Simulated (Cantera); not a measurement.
PbS + H2 (hydrogen reduction and annealing atmospheres)

Input: 1 mol PbS, 0.5 mol H2, at 0.0160 bar.

Method: chemical equilibrium by Gibbs-energy minimisation in Cantera with the NASA 1993 tables (ideal gas, pure condensed phases). Candidate condensed phases: Pb, PbS, S; 10 gas species. Mutual solubility and eutectic melting of coexisting phases are not modelled. Gases not in the tables: S3 to S7. Kinetics and transport are ignored.

| T (K) | x H2 | x PbS | x Pb | x H2S | x S2 | x SH | x H | x S | n Pb(l) | n PbS(s) |
|---|---|---|---|---|---|---|---|---|---|---|
| 798 | 0.998 | 6.59e-6 | 3.58e-6 | 0.00179 | 4.67e-11 | 5.76e-10 | 2.11e-11 | <1e-12 | 0.000892 | 0.999 |
| 848 | 0.996 | 4.74e-5 | 1.87e-5 | 0.00349 | 8.70e-10 | 4.82e-9 | 1.50e-10 | <1e-12 | 0.00173 | 0.998 |
| 898 | 0.993 | 0.000272 | 8.09e-5 | 0.00627 | 1.16e-8 | 3.18e-8 | 8.62e-10 | <1e-12 | 0.00310 | 0.997 |
| 948 | 0.988 | 0.00129 | 0.000299 | 0.0105 | 1.18e-7 | 1.71e-7 | 4.12e-9 | 4.52e-12 | 0.00513 | 0.994 |
| 998 | 0.977 | 0.00520 | 0.000968 | 0.0166 | 9.42e-7 | 7.72e-7 | 1.68e-8 | 5.04e-11 | 0.00789 | 0.989 |
| 1048 | 0.954 | 0.0183 | 0.00279 | 0.0247 | 6.14e-6 | 2.99e-6 | 5.97e-8 | 4.45e-10 | 0.0112 | 0.978 |
| 1098 | 0.902 | 0.0569 | 0.00730 | 0.0342 | 3.36e-5 | 1.00e-5 | 1.86e-7 | 3.22e-9 | 0.0144 | 0.951 |
| 1148 | 0.781 | 0.160 | 0.0175 | 0.0417 | 0.000158 | 2.89e-5 | 5.00e-7 | 1.96e-8 | 0.0149 | 0.877 |
| 1198 | 0.513 | 0.410 | 0.0389 | 0.0375 | 0.000653 | 6.60e-5 | 1.08e-6 | 1.03e-7 | 0 | 0.592 |
| 1248 | 0.297 | 0.622 | 0.0425 | 0.0352 | 0.00355 | 0.000158 | 2.01e-6 | 5.73e-7 | 0 | 0 |
| 1298 | 0.296 | 0.613 | 0.0488 | 0.0348 | 0.00684 | 0.000288 | 4.61e-6 | 1.78e-6 | 0 | 0 |
| 1348 | 0.296 | 0.602 | 0.0572 | 0.0333 | 0.0117 | 0.000487 | 9.95e-6 | 4.89e-6 | 0 | 0 |
| 1398 | 0.296 | 0.587 | 0.0679 | 0.0310 | 0.0180 | 0.000766 | 2.03e-5 | 1.21e-5 | 0 | 0 |
x: gas mole fraction; n: condensed amount in mol.

From 798 K to 1148 K the condensed part is Pb(l) + PbS(s). At 1198 K the condensed part is PbS(s). From 1248 K to 1398 K nothing is condensed. The main Pb-bearing gas is PbS throughout.
